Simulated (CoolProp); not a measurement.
n-perfluorobutane along the isotherm -22.85 °C: density (kg/m³) from the reference equation and from simpler models built on Tc = 113.2 °C, pc = 2322 kPa, ω = 0.372; each cubic takes its own stable root.

Model: reference Helmholtz-energy equation of state, Gao 2022, in CoolProp.

| p (kPa) | phase | reference |
|---|---|---|
| 82.9 | liquid | 1669 |
| 166 | liquid | 1669 |
| 249 | liquid | 1670 |
| 332 | liquid | 1670 |
| 415 | liquid | 1670 |
| 498 | liquid | 1671 |
| 581 | liquid | 1671 |
| 664 | liquid | 1671 |
| 746 | liquid | 1672 |
| 829 | liquid | 1672 |
| 912 | liquid | 1672 |
| 995 | liquid | 1673 |
| 1080 | liquid | 1673 |
| 1160 | liquid | 1674 |

Problem. How far does each simpler model (van der Waals, Redlich-Kwong, Soave-Redlich-Kwong, Peng-Robinson) lie from the reference over these 14 states: mean and median of the absolute difference, and the worst?

Solution. 
- van der Waals: mean 51.3 %, median 38.4 %, worst -99.4 % at -22.85 °C and 82.9 kPa
- Redlich-Kwong: mean 16.3 %, median 10.0 %, worst -99.4 % at -22.85 °C and 82.9 kPa
- Soave-Redlich-Kwong: mean 5.2 %, median 5.2 %, worst -5.3 % at -22.85 °C and 82.9 kPa
- Peng-Robinson: mean 7.0 %, median 7.0 %, worst +7.0 % at -22.85 °C and 1160 kPa

At some of these states van der Waals, Redlich-Kwong gives the other phase, because its saturation line lies elsewhere.
